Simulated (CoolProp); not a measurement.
Vapour-liquid equilibrium of carbon dioxide (1) + CH2F2 (R32) (2) at -21.05 °C; x and y are mole fractions of (1).

Model: multi-fluid Helmholtz-energy mixture model, Span 1996 and Tillner-Roth 1997; pair parameters Bell 2016, in CoolProp.

```csv
x,"bubble pressure, mixture model (kPa)","bubble pressure, Raoult's law (kPa)","y, mixture model","y, Raoult's law"
0.05,464.4,465.8,0.187,0.205
0.125,577.3,579.5,0.382,0.411
0.2,690.9,693.3,0.516,0.550
0.275,804.4,807.0,0.614,0.650
0.35,917.5,920.8,0.688,0.725
0.425,1030,1035,0.747,0.783
0.5,1142,1148,0.795,0.830
0.575,1253,1262,0.836,0.869
0.65,1364,1376,0.871,0.901
0.725,1476,1490,0.902,0.928
0.8,1590,1603,0.931,0.951
0.875,1705,1717,0.958,0.972
0.95,1825,1831,0.983,0.989
```

The largest gap from Raoult's law is -0.9 % in bubble pressure, at x = 0.725. No azeotrope shows between x = 0.05 and 0.95.

Pair parameters are fitted to limited data, so mixtures are less certain than the pure fluids.
